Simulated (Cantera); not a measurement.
A closed system holds: 1 mol SiC, 0.34 mol Si, 0.28 mol H2, equilibrated at 1500 Pa.

Equilibrium computed with Cantera from the NASA thermochemical tables; the gas is ideal and each condensed phase is pure. Candidate condensed phases: C, C6H6, C7H8, C8H18, Si, SiC; 87 gas species. Mutual solubility and eutectic melting of coexisting phases are not modelled. Gases not in the tables: Si2H6 and higher silanes. The numbers say what is thermodynamically allowed, not how fast it happens. All values below are at 1900 K.

Base state: H2 0.993, H 0.00646, Si 0.000841, SiH 8.90e-5, SiH2 5.79e-5, Si2C 1.47e-5 (mole fractions); condensed: Si(l) + SiC(s).

Task: What changes in the equilibrium state with this change: pressure from 1500 Pa to 10000 Pa?

Result: 
```json
[
 {"species": "H2", "before": "0.993", "after": "0.997"},
 {"species": "H", "before": "0.00646", "after": "0.00251"},
 {"species": "Si", "before": "0.000841", "after": "0.000126"},
 {"species": "Si2C", "before": "1.47e-5", "after": "2.21e-6"},
 {"species": "SiH", "before": "8.90e-5", "after": "3.46e-5"},
 {"species": "SiH2", "before": "5.79e-5", "after": "5.82e-5"},
 {"species": "Si(l), mol", "before": "0.340", "after": "0.340"},
 {"species": "SiC(s), mol", "before": "1.000", "after": "1.000"}
]
```

Task: What changes in the equilibrium state with this change: pressure from 1500 Pa to 490000 Pa?

Result: 
| species | before | after |
|---|---|---|
| H2 | 0.993 | 0.999 |
| H | 0.00646 | 0.000358 |
| CH4 | 3.08e-7 | 0.000102 |
| Si | 0.000841 | 2.57e-6 |
| SiH2 | 5.79e-5 | 5.83e-5 |
| Si2C | 1.47e-5 | 4.51e-8 |
| SiH | 8.90e-5 | 4.94e-6 |
| Si(l), mol | 0.340 | 0.340 |
| SiC(s), mol | 1.000 | 1.000 |
